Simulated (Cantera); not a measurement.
An adiabatic, constant-volume homogeneous reactor starts with C3H8 : O2 : N2 = 1 : 3.85 : 15 (molar parts), equivalence ratio 1.3, at 1675 K and 0.780 atm.

Model: GRI-Mech 3.0 (53 species, 325 reactions), integrated in Cantera. GRI-Mech 3.0 was tuned for natural gas; its chemistry of propane as a main component is partial and can be far from experiment.

One state of this run: T (K) = 2992; P (bar) = 1.64; x C3H8 = <1e-12; x O2 = 0.00914; x NO = 0.00890; x CH2CO = <1e-12; x OH = 0.0222. x: mole fraction; the columns are a selection and need not sum to one.

Question: Which value of t (s) does it belong to?
A. 1.00e-5
B. 1.00e-6
C. 3.16e-5
D. 0.00100

Answer: D, 0.00100
